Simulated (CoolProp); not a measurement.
Vapour-liquid equilibrium of cyclohexane (1) + m-xylene (2) at 156.35 °C; x and y are mole fractions of (1).

Model: multi-fluid Helmholtz-energy mixture model, Zhou 2014 and Zhou 2012; pair parameters Bell 2016, in CoolProp.

**Question.** Give the bubble pressure and the first vapour's composition at x = 0.125, 0.35, 0.5. Is there an azeotrope?

**Answer.** x = 0.125: 227.4 kPa, y = 0.375; x = 0.35: 341.9 kPa, y = 0.671; x = 0.5: 410.9 kPa, y = 0.777. No azeotrope shows between x = 0.05 and 0.95.

Pair parameters are fitted to limited data, so mixtures are less certain than the pure fluids.
